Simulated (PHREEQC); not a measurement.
## Brine: an equilibrium model

Solution (25 °C): 1.7 mol/kgw H2SO4 and 0.0045 mol/kgw Na2B4O7. Closed to the air; pH follows from the charge balance.

Computed with PHREEQC (Pitzer model, pitzer.dat).

```json
{
  "pH": "-0.49",
  "ionic_strength": "2.55 mol/kgw",
  "activity_of_water": "0.929",
  "density": "1.096 g/cm³",
  "osmotic_coefficient": "1.070",
  "total_alkalinity": "-3390 meq/kg"
}
```

```
species  molality  activity   log γ
-------  --------  --------  ------
H+           2.12      3.10   0.166
HSO4-        1.28     0.933  -0.136
SO4-2       0.424   0.00316  -2.127
B(OH)3     0.0180    0.0182   0.006
Na+       0.00900    0.0101   0.051
```

This is a speciation only: nothing precipitates in the calculation. In brines, pH and single-ion activities rest on the MacInnes convention.
